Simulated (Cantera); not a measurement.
Input (Python, Cantera) and output of one run.

```python
import numpy as np
import cantera as ct

gas_names = """
    H H2 N NH NH2 NH3 N2 N2H2 N2H4 Si SiH SiH2 SiH3 SiH4 SiN Si2 Si2N Si3
""".split()
cond_names = """
    Si(cr) Si(L) Si3N4(a)
""".split()


# ... load() reads the species with a 1 bar reference pressure and builds the phases ...
atoms = {
    'trisilylamine': {'Si': 3, 'N': 1, 'H': 9},
    'N2': {'N': 2},
}
top_T = {'Si3N4(a)': 2400}  # K; cautious upper limits of use, not melting points


# ... equilibrate(T, P, feed) seeds the gas with the atoms and calls Mixture.equilibrate('TP', solver="vcs", rtol=1e-11, max_steps=5000) ...
results = []
feed = {'trisilylamine': 1, 'N2': 37}  # mol
P = 5800  # Pa
for T in [873, 973, 1073, 1173, 1273, 1373, 1473, 1573, 1673, 1773, 1873, 1973, 2073]:
    mix = equilibrate(T, P, feed)
    results.append((T, P, feed, dict(zip(mix.species_names, mix.species_moles))))

top = {s: max(r[3][s] / sum(r[3][g] for g in gas_names) for r in results) for s in gas_names}
cols = sorted((s for s in top if top[s] > 1e-05), key=lambda s: -top[s])[:6]
seen = [c for c in cond_names if any(r[3].get(c, 0) > 1e-12 for r in results)]
print("log10 of partial pressures in bar; condensed amounts in mol")
print(f"{'T/K':>10s}" + "".join(f"{s[:9]:>10s}" for s in cols + seen))
for T, P, feed, n in results:
    ng = sum(n[g] for g in gas_names)
    print(f"{T:10.4g}" + "".join(f"{np.log10(max(n[s] / ng * P / 1e5, 1e-99)):10.3f}" for s in cols)
          + "".join(f"{n.get(c, 0):10.4g}" for c in seen))
```

Output:

```
log10 of partial pressures in bar; condensed amounts in mol
       T/K        N2        H2         H        Si      Si2N       SiN     Si(L)  Si3N4(a)
       873    -1.288    -2.185   -11.423   -27.381   -34.571   -25.926         0         1
       973    -1.288    -2.185   -10.059   -23.093   -29.090   -22.127         0         1
      1073    -1.288    -2.185    -8.946   -19.610   -24.638   -19.041         0         1
      1173    -1.288    -2.185    -8.021   -16.725   -20.954   -16.486         0         1
      1273    -1.288    -2.185    -7.240   -14.297   -17.857   -14.337         0         1
      1373    -1.288    -2.185    -6.570   -12.227   -15.218   -12.506         0         1
      1473    -1.288    -2.185    -5.991   -10.442   -12.945   -10.927         0         1
      1573    -1.288    -2.186    -5.484    -8.887   -10.967    -9.552         0         1
      1673    -1.288    -2.186    -5.036    -7.521    -9.231    -8.344         0         1
      1773    -1.288    -2.186    -4.639    -6.312    -7.696    -7.275         0    0.9998
      1873    -1.289    -2.187    -4.284    -5.235    -6.330    -6.323         0    0.9982
      1973    -1.286    -2.211    -3.975    -4.501    -5.571    -5.700     2.969         0
      2073    -1.287    -2.216    -3.688    -4.001    -5.213    -5.303     2.909         0
```

Method: chemical equilibrium by Gibbs-energy minimisation in Cantera with the NASA 1993 tables (ideal gas, pure condensed phases). The feed counts by its element totals alone. The tables' values for SiN are old estimates; treat these amounts as uncertain. Gases not in the tables: Si2H6 and higher silanes.
